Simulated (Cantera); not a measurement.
A freely propagating, adiabatic, planar premixed flame of H2 : O2 : N2 : H2O = 1 : 0.312 : 1.17 : 0.74 (molar parts), unburnt at 650 K and 3.95 atm; mixture-averaged transport, grid criteria slope 0.08 and curve 0.16, no radiation.

Detailed kinetics in Cantera: the H2/O2 subset of GRI-Mech 3.0, which has no nitrogen chemistry. The hydrogen kinetics of GRI-Mech 3.0 are dated; newer H2 mechanisms differ, most at raised pressure. Burning velocities carry a grid error of a few per cent, more on coarse grids.

### Question
What does this change do: inlet temperature 650 to 450 K?

### Answer
| quantity | before | after |
|---|---|---|
| laminar burning velocity | 490 cm/s | 193 cm/s |
| thermal thickness | 0.0726 mm | 0.0741 mm |
| peak x(H) | 0.0207 | 0.0127 |
| peak x(OH) | 0.00505 | 0.00266 |
| peak x(H2O2) | 0.000111 | 0.000190 |

### Question
What does this change do: inlet temperature 650 to 375 K?

### Answer
```json
[
 {"quantity": "laminar burning velocity", "before": "490 cm/s", "after": "124 cm/s"},
 {"quantity": "thermal thickness", "before": "0.0726 mm", "after": "0.0792 mm"},
 {"quantity": "peak x(H)", "before": "0.0207", "after": "0.0101"},
 {"quantity": "peak x(OH)", "before": "0.00505", "after": "0.00194"},
 {"quantity": "peak x(H2O2)", "before": "0.000111", "after": "0.000228"}
]
```

### Question
What does this change do: N2 1.17 to 1.5 parts?

### Answer
```json
[
 {"quantity": "laminar burning velocity", "before": "490 cm/s", "after": "381 cm/s"},
 {"quantity": "thermal thickness", "before": "0.0726 mm", "after": "0.0783 mm"},
 {"quantity": "peak x(H)", "before": "0.0207", "after": "0.0160"},
 {"quantity": "peak x(OH)", "before": "0.00505", "after": "0.00338"},
 {"quantity": "peak x(H2O2)", "before": "0.000111", "after": "0.000107"}
]
```
